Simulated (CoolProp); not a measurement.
A closed Brayton cycle with carbon dioxide: compressor inlet 332.15 K and 9.9 MPa, high pressure 27.6 MPa, turbine inlet 870 K, compressor efficiency 0.85, turbine efficiency 0.85, recuperator effectiveness 0.95 (on enthalpy, no pinch check). Each further row changes one setting.

The numbers come from the reference Helmholtz-energy equation of state, Span 1996 in CoolProp.

```
case                           thermal efficiency (%)  net work (kJ/kg)  compressor to turbine work  compressor exit (K)  turbine exit (K)
-----------------------------  ----------------------  ----------------  --------------------------  -------------------  ----------------
as stated                                        34.9              83.0                        0.38                412.6             749.4
turbine inlet 820 K                              32.8              74.2                        0.41                412.6             703.5
compressor inlet 342.15 K                        33.4              75.7                        0.44                431.3             749.4
high pressure 23.5 MPa                           34.3              73.2                        0.36                399.7             767.8
recuperator effectiveness 0.5                    20.0              83.0                        0.38                412.6             749.4
```
